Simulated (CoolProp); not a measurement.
CF4 (R14) at 194.46 K and 0.346 MPa flows at 0.92 m/s in a round tube of 50 mm bore and 45 µm roughness, fully developed (64/Re and Nu = 3.66 if laminar; Colebrook and Gnielinski if turbulent). Each further row changes one setting.

The numbers come from the reference Helmholtz-energy equation of state, Platzer 1990 in CoolProp. This equation is an older, rougher fit.

```tsv
case	Reynolds number	Darcy friction factor	pressure drop (Pa/m)	heat-transfer coefficient (W/(m² K))	mass flow (kg/h)
as stated	77000	0.0225	3.78	31.3	129
velocity 1.84 m/s	154000	0.0210	14.1	58.8	258
diameter 100 mm	154000	0.0191	1.60	26.5	517
```

Viscosity comes from a separate model (Huber 2003), an estimate that may be off by 10 % or more. Thermal conductivity comes from a separate model (Huber 2003), an estimate that may be off by 10 % or more.
